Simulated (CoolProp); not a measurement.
Vapour pressure (bar) of methanol: the reference equation beside estimates from Tc = 513.4 K, pc = 82.16 bar, ω = 0.565. Clausius-Clapeyron is anchored at 374.8 K with a constant enthalpy of vaporisation of 32.61 kJ/mol.

Values from CoolProp's reference Helmholtz-energy equation of state, de Reuck 1993.

```json
[
 {"T (K)": "374.8", "reference": "3.725", "Lee-Kesler": "3.763", "Clausius-Clapeyron": "3.725", "van der Waals": "20.34", "Redlich-Kwong": "10.14", "Soave-Redlich-Kwong": "3.770"},
 {"T (K)": "392", "reference": "6.204", "Lee-Kesler": "6.324", "Clausius-Clapeyron": "5.896", "van der Waals": "25.30", "Redlich-Kwong": "14.37", "Soave-Redlich-Kwong": "6.356"},
 {"T (K)": "409.2", "reference": "9.859", "Lee-Kesler": "10.07", "Clausius-Clapeyron": "(withheld)", "van der Waals": "30.97", "Redlich-Kwong": "19.68", "Soave-Redlich-Kwong": "(withheld)"},
 {"T (K)": "426.4", "reference": "15.05", "Lee-Kesler": "15.34", "Clausius-Clapeyron": "13.22", "van der Waals": "37.38", "Redlich-Kwong": "26.23", "Soave-Redlich-Kwong": "15.54"},
 {"T (K)": "443.6", "reference": "(withheld)", "Lee-Kesler": "(withheld)", "Clausius-Clapeyron": "18.88", "van der Waals": "44.56", "Redlich-Kwong": "34.11", "Soave-Redlich-Kwong": "22.88"},
 {"T (K)": "460.8", "reference": "31.72", "Lee-Kesler": "(withheld)", "Clausius-Clapeyron": "26.26", "van der Waals": "52.55", "Redlich-Kwong": "(withheld)", "Soave-Redlich-Kwong": "32.61"},
 {"T (K)": "478", "reference": "44.07", "Lee-Kesler": "44.35", "Clausius-Clapeyron": "35.68", "van der Waals": "61.36", "Redlich-Kwong": "54.37", "Soave-Redlich-Kwong": "45.18"},
 {"T (K)": "495.2", "reference": "60.00", "Lee-Kesler": "60.31", "Clausius-Clapeyron": "47.44", "van der Waals": "71.01", "Redlich-Kwong": "66.94", "Soave-Redlich-Kwong": "61.10"}
]
```

Problem. Some entries are withheld; supply them.

Solution. 
- 409.2, Clausius-Clapeyron: 8.979
- 409.2, Soave-Redlich-Kwong: 10.16
- 443.6, reference: 22.19
- 443.6, Lee-Kesler: 22.49
- 460.8, Lee-Kesler: 31.98
- 460.8, Redlich-Kwong: 43.46

Absolute difference from the reference over all 8 rows, mean and median: Lee-Kesler 1.3 and 1.2 %, Clausius-Clapeyron 12.3 and 13.5 %, van der Waals 167.6 and 124.6 %, Redlich-Kwong 75.4 and 64.0 %, Soave-Redlich-Kwong 2.5 and 2.7 %.
